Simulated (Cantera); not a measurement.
A perfectly stirred reactor is fed with 58.5 % N₂O, 41.5 % N₂, at 1.38 atm; it is held at 1223 K, and followed from long to short residence time.

Computed with Cantera and GRI-Mech 3.0 (53 species, 325 reactions). GRI-Mech 3.0 was tuned for natural gas; its chemistry of N2O as a main component is partial and can be far from experiment. The mechanism lacks the step 2 NO + O2 → 2 NO2, which can matter for NO2 below about 1400 K. The temperature is held fixed by assumption; the heat of reaction is taken as removed at once.

x: mole fraction; the columns are a selection and need not sum to one.

| τ (s) | x N₂O | x O₂ | x NO | x N₂ | x O | x NO₂ |
|---|---|---|---|---|---|---|
| 0.31 | 0.405 | 0.0622 | 0.0140 | 0.518 | 1.94e-6 | 0.000204 |
| 0.15 | 0.478 | 0.0368 | 0.00878 | 0.476 | 2.13e-6 | 0.000125 |
| 0.073 | 0.526 | 0.0202 | 0.00498 | 0.449 | 2.26e-6 | 6.76e-5 |
| 0.036 | 0.554 | 0.0106 | 0.00267 | 0.433 | 2.33e-6 | 3.32e-5 |
| 0.017 | 0.570 | 0.00520 | 0.00132 | 0.424 | 2.36e-6 | 1.39e-5 |
| 0.0085 | 0.577 | 0.00264 | 0.000675 | 0.420 | 2.38e-6 | 5.52e-6 |
| 0.0042 | 0.581 | 0.00132 | 0.000338 | 0.417 | 2.39e-6 | 1.89e-6 |
| 0.0020 | 0.583 | 0.000628 | 0.000162 | 0.416 | 2.39e-6 | 5.35e-7 |
| 0.00099 | 0.584 | [?] | [?] | 0.416 | 2.38e-6 | [?] |
| 0.00048 | 0.584 | 0.000150 | 3.86e-5 | 0.415 | 2.36e-6 | 3.66e-8 |
| 0.00024 | 0.585 | [?] | [?] | 0.415 | 2.33e-6 | [?] |

Task: Fill in the missing entries.

Result: 
- 0.00099, x O₂: 0.000310
- 0.00099, x NO: 8.00e-5
- 0.00099, x NO₂: 1.47e-7
- 0.00024, x O₂: 7.38e-5
- 0.00024, x NO: 1.91e-5
- 0.00024, x NO₂: 9.20e-9
